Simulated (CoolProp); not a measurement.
The numbers come from the reference Helmholtz-energy equation of state, McLinden 2020 in CoolProp.

Task: Give the vapour pressure (bar), liquid density (kg/m³), vapour density (kg/m³), enthalpy of vaporisation (kJ/kg) of saturated R1336mzz(Z) at 8.65, 31.45, 42.85 °C.

Result: 
| T (°C) | p (bar) | liquid density (kg/m³) | vapour density (kg/m³) | enthalpy of vaporisation (kJ/kg) |
|---|---|---|---|---|
| 8.65 | 0.371 | 1410 | 2.66 | 176 |
| 31.45 | 0.941 | 1350 | 6.41 | 166 |
| 42.85 | 1.41 | 1320 | 9.44 | 160 |
